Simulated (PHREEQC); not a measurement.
# Spent oxide etchant: an equilibrium model

Make-up at 25 °C: 0.23 mol HF, 0.097 mol H2SiF6, 0.023 mol H3PO4 and 0.00041 mol HCl per kg of water. Closed to the air; pH follows from the charge balance.

Model: ion-association model, wateq4f.dat, run in PHREEQC.

This is a speciation only: nothing precipitates in the calculation.

### Question
What pH, ionic strength does the model give?

### Answer
pH 0.81; ionic strength 0.294 mol/kgw.

### Question
In which forms is P present?

### Answer
H3PO4 94 %, H2PO4- 6.1 % of the P.

Species that the database lacks are ignored. wateq4f.dat counts part of the HF as a dimer, H2F2, which phreeqc.dat doesn't know; its constant is uncertain. H3PO4, which wateq4f.dat lacks, is added to it with the constant of phreeqc.dat. SiF6-2 is the database's only silicon fluoride.
